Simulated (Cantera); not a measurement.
An isothermal, constant-pressure homogeneous reactor starts with H2 : O2 : N2 = 0.044 : 1 : 1.2 (molar parts), equivalence ratio 0.022, at 923 K and 1.43 Torr.

Model: the H2/O2 subset of GRI-Mech 3.0, which has no nitrogen chemistry, integrated in Cantera. Radical loss at walls, strong at low pressure, is not modelled. Below about 950 K walls govern HO2 and H2O2 in real vessels.

Question: Predict: x(H2) at 2.00 s; x(O2) at 2.00 s; x(H2O2) at 2.00 s; x(H2O) at 2.00 s; x(H) at 2.00 s; x(OH) at 2.00 s; x(HO2) at 2.00 s.

Answer: 
```
Item                                                  Result
-----------------  -----------------------------------------
x(H2) at 2.00 s    0.000106 (gas-phase equilibrium 5.02e-12)
x(O2) at 2.00 s          0.438 (gas-phase equilibrium 0.440)
x(H2O2) at 2.00 s     3.52e-9 (gas-phase equilibrium <1e-12)
x(H2O) at 2.00 s       0.0191 (gas-phase equilibrium 0.0198)
x(H) at 2.00 s       0.000916 (gas-phase equilibrium <1e-12)
x(OH) at 2.00 s     0.000248 (gas-phase equilibrium 5.80e-8)
x(HO2) at 2.00 s    4.05e-7 (gas-phase equilibrium 3.97e-11)
```
